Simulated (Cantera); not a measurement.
Mixture: H2 : O2 : N2 = 1 : 0.556 : 2.09 (molar parts), equivalence ratio 0.90, at 1.01 bar, adiabatic and at constant volume. Ignition delay is the time to a rise of 400 K.

Computed with Cantera and the H2/O2 subset of GRI-Mech 3.0, which has no nitrogen chemistry. Where the delays flatten at high temperature, the 400 K rule measures the pace of heat release, not the induction time.

Q: What does this change do: pressure from 1.01 bar to 5.80 bar?

A: 
| quantity | before | after |
|---|---|---|
| delay at 1150 K | 59.4 µs | 77.3 µs |
| delay at 1300 K | 27.8 µs | 5.83 µs |
| delay at 1450 K | 17.3 µs | 2.77 µs |
| delay at 1600 K | 13.3 µs | 1.73 µs |
| delay at 1750 K | 12.2 µs | 1.25 µs |
The hydrogen kinetics of GRI-Mech 3.0 are dated; newer H2 mechanisms differ, most at raised pressure.

Q: What does this change do: pressure from 1.01 bar to 0.420 bar?

A: 
| quantity | before | after |
|---|---|---|
| delay at 1150 K | 59.4 µs | 0.138 ms |
| delay at 1300 K | 27.8 µs | 73.0 µs |
| delay at 1450 K | 17.3 µs | 52.0 µs |
| delay at 1600 K | 13.3 µs | 47.2 µs |
| delay at 1750 K | 12.2 µs | 50.7 µs |
